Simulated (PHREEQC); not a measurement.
**Alkaline etch or developer: an equilibrium model**

Dissolve 0.13 mol NH3, 0.0003 mol Na2SiO3 and 0.00016 mol K2CO3 per kg of water at 65 °C. Closed to the air; pH follows from the charge balance.

Model: ion-association model, wateq4f.dat, run in PHREEQC.

- pH: 10.15
- ionic strength: 0.00241 mol/kgw
- total alkalinity: 131 meq/kg

```tsv
species	molality	activity	log γ
NH3	0.129	0.129	0.000
OH-	0.00181	0.00171	-0.026
NH4+	0.00141	0.00133	-0.025
Na+	0.000596	0.000562	-0.025
K+	0.000320	0.000302	-0.026
H3SiO4-	0.000259	0.000244	-0.025
CO3-2	8.61e-5	6.85e-5	-0.100
HCO3-	6.93e-5	6.55e-5	-0.025
H4SiO4	3.90e-5	3.90e-5	0.000
NaCO3-	4.50e-6	4.24e-6	-0.025
H2SiO4-2	2.33e-6	1.85e-6	-0.100
NaHCO3	2.07e-8	2.07e-8	0.000
CO2	9.14e-9	9.14e-9	0.000
```

No solid was allowed to form. Away from 25 °C the constants follow the database's enthalpies or fits; those with neither stay at their 25 °C values.
